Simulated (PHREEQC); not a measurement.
0.24 g of hydrous ferric oxide (600 m²/g; 0.2 weak and 0.005 strong sites per Fe, Dzombak-Morel constants, diffuse double layer) in 1 kg of water with 0.3 mol/kgw of an inert sodium salt and 0.00077 mmol/kgw CuCl2 and 1.5 mmol/kgw Na2HAsO4, at 25 °C; the pH is set by adding NaOH or the inert anion's acid. O2 is buffered at 0.21 atm. The system is closed to CO2. Precipitation was switched off in this run.

The series has 17 steps of pH, from 3 to 11.

Model: ion-association model, wateq4f.dat, run in PHREEQC.

Problem. Near which pH is half of the Cu sorbed, and on which side is more sorbed?

Solution. Near pH 4.9, with more sorbed at higher pH.

Problem. At which pH does the surface charge pass through zero?

Solution. Near pH 4.4.

The database has no arsenate complexes of Cu. The database's constant for dissolved Cu(OH)2 is higher than later reviews accept. The oxide is taken as insoluble; below pH 4 it would dissolve.
